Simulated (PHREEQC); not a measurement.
1 kg of water holding 0.042 mol KHCO3, 0.23 mol K2CO3 and 0.05 mol KCl is evaporated at 30 °C; the solids stay in contact with the brine. No CO2 enters from the air. Solids allowed: Kalicinite, Sylvite. Others were left out.

Computed with PHREEQC (Pitzer model, pitzer.dat).

Predict ionic strength, water activity, K in solution (mol/kgw), C in solution (mol/kgw) at water left (kg) = 0.5552, 0.3751, 0.1711, 0.05277.


| water left (kg) | ionic strength | water activity | K in solution (mol/kgw) | C in solution (mol/kgw) |
|---|---|---|---|---|
| 0.5552 | 1.41 | 0.977 | 0.994 | 0.490 |
| 0.3751 | 2.08 | 0.966 | 1.47 | 0.725 |
| 0.1711 | 4.57 | 0.922 | 3.23 | 1.59 |
| 0.05277 | 14.8 | 0.667 | 10.5 | 5.15 |

Species that the database lacks are ignored.
